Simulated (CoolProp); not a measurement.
500 sccm (0 °C, 1 atm) of nitrogen bubbles through liquid hexamethyldisiloxane (MM) at 280.8 K and leaves saturated at a total pressure of 0.014 MPa (ideal gas phase). Each further row changes one setting.

Model: reference Helmholtz-energy equation of state, Thol 2016, in CoolProp.

| case | vapour pressure (kPa) | mole fraction of vapour | delivery (mg/min) | delivery (sccm) | change of delivery for a bath 1 K warmer (%) |
|---|---|---|---|---|---|
| as stated | 2.16 | ? | ? | 91.2 | 7.2 |
| bath temperature 285.8 K | ? | ? | 939 | 130 | ? |
| total pressure 0.028 MPa | 2.16 | 0.0772 | 303 | ? | ? |

Question: Fill in the missing entries.

Answer: 
- as stated, mole fraction of vapour: 0.154
- as stated, delivery (mg/min): 661
- bath temperature 285.8 K, vapour pressure (kPa): 2.88
- bath temperature 285.8 K, mole fraction of vapour: 0.206
- bath temperature 285.8 K, change of delivery for a bath 1 K warmer (%): 7.4
- total pressure 0.028 MPa, delivery (sccm): 41.8
- total pressure 0.028 MPa, change of delivery for a bath 1 K warmer (%): 6.6
